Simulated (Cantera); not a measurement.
Input: 1 mol Si(CH₃)₄, 1.5 mol C₂H₄, 2.8 mol H₂, held at 1.90 mbar.

Equilibrium computed with Cantera from the NASA thermochemical tables; the gas is ideal and each condensed phase is pure. Candidate condensed phases: C, C₆H₆, C₇H₈, C₈H₁₈, Si, SiC; 87 gas species. Gases not in the tables: Si₂H₆ and higher silanes. The numbers say what is thermodynamically allowed, not how fast it happens.

Question: Which condensed phases are stable at each of these points (T (K)): 1575, 1675, 1775, 1875, 1975, 2075, 2175, 2275, 2375, 2475, 2575?

Answer: 
```json
[
 {"T (K)": "1575", "condensed phases": "C(graphite) + SiC(s)", "Si condensed (%)": "100.0"},
 {"T (K)": "1675", "condensed phases": "C(graphite) + SiC(s)", "Si condensed (%)": "100.0"},
 {"T (K)": "1775", "condensed phases": "C(graphite) + SiC(s)", "Si condensed (%)": "100.0"},
 {"T (K)": "1875", "condensed phases": "C(graphite) + SiC(s)", "Si condensed (%)": "99.8"},
 {"T (K)": "1975", "condensed phases": "C(graphite) + SiC(s)", "Si condensed (%)": "98.9"},
 {"T (K)": "2075", "condensed phases": "C(graphite) + SiC(s)", "Si condensed (%)": "94.6"},
 {"T (K)": "2175", "condensed phases": "C(graphite) + SiC(s)", "Si condensed (%)": "76.7"},
 {"T (K)": "2275", "condensed phases": "C(graphite) + SiC(s)", "Si condensed (%)": "5.7"},
 {"T (K)": "2375", "condensed phases": "C(graphite)", "Si condensed (%)": "0.0"},
 {"T (K)": "2475", "condensed phases": "C(graphite)", "Si condensed (%)": "0.0"},
 {"T (K)": "2575", "condensed phases": "C(graphite)", "Si condensed (%)": "0.0"}
]
```

From 1575 K to 2275 K the condensed part is C(graphite) + SiC(s). From 2375 K to 2575 K the condensed part is C(graphite).
